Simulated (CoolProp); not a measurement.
Computed with CoolProp (reference Helmholtz-energy equation of state, Guder 2009).

Q: Give the vapour pressure (MPa), surface tension (mN/m), vapour viscosity (µPa s), liquid conductivity (mW/(m K)) of saturated sulfur hexafluoride at 254.7, 257.4, 281.9 K.

A: 
| T (K) | p (MPa) | surface tension (mN/m) | vapour viscosity (µPa s) | liquid conductivity (mW/(m K)) |
|---|---|---|---|---|
| 254.7 | 0.725 | 6.97 | 13.7 | 67.6 |
| 257.4 | 0.789 | 6.59 | 13.8 | 66.8 |
| 281.9 | 1.58 | 3.44 | 15.7 | 58.7 |

Viscosity comes from a separate model (Quiñones-Cisneros 2012). Thermal conductivity comes from a separate model (Assael 2012). Surface tension comes from a separate correlation (Mulero 2012).
